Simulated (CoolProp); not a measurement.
R22 along the isobar 215 bar: density (kg/m³) from the reference equation and from simpler models built on Tc = 369.3 K, pc = 49.90 bar, ω = 0.221; each cubic takes its own stable root.

Computed with CoolProp (reference Helmholtz-energy equation of state, Kamei 1995).

| T (K) | phase | reference | van der Waals | Redlich-Kwong | Peng-Robinson |
|---|---|---|---|---|---|
| 335.8 | liquid | 1170 | 800.7 | 1058 | 1200 |
| 347.5 | liquid | 1134 | 786.3 | 1026 | 1158 |
| 359.2 | liquid | 1097 | 771.6 | 993.3 | 1114 |
| 371 | supercritical | 1059 | 756.5 | 959.8 | 1067 |
| 382.7 | supercritical | 1019 | 741.2 | 926.0 | 1020 |
| 394.4 | supercritical | 977.7 | 725.7 | 891.9 | 971.3 |
| 406.2 | supercritical | 935.0 | 709.8 | 857.2 | 921.7 |
| 417.9 | supercritical | 891.7 | 693.8 | 822.9 | 872.4 |
| 429.6 | supercritical | 847.7 | 677.5 | 788.7 | 824.0 |
| 441.3 | supercritical | 803.7 | 661.0 | 755.0 | 777.2 |
| 453.1 | supercritical | 760.0 | 644.3 | 721.7 | 732.2 |
| 464.8 | supercritical | 718.1 | 627.5 | 689.8 | 690.6 |
| 476.5 | supercritical | 678.3 | 610.7 | 659.2 | 652.1 |
| 488.3 | supercritical | 640.8 | 593.7 | 629.7 | 616.6 |
| 500 | supercritical | 606.5 | 577.0 | 602.2 | 584.6 |
